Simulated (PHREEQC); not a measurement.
0.012 g of hydrous ferric oxide (600 m²/g; 0.2 weak and 0.005 strong sites per Fe, Dzombak-Morel constants, diffuse double layer) in 1 kg of water with 0.01 mol/kgw of an inert sodium salt and 3.7e-08 mol Na2SeO4 and 3.8e-08 mol NaF, at 25 °C; the pH is set by adding NaOH or the inert anion's acid. Oxygen is held at 0.21 atm. CO2 from the air is kept out. No solid was allowed to form.

The series has 13 steps of pH, from 4 to 10.

All values are PHREEQC results (ion-association model, wateq4f.dat), not measurements.

Problem. Near which pH is half of the Se sorbed, and on which side is more sorbed?

Solution. Near pH 5.8, with more sorbed at lower pH.
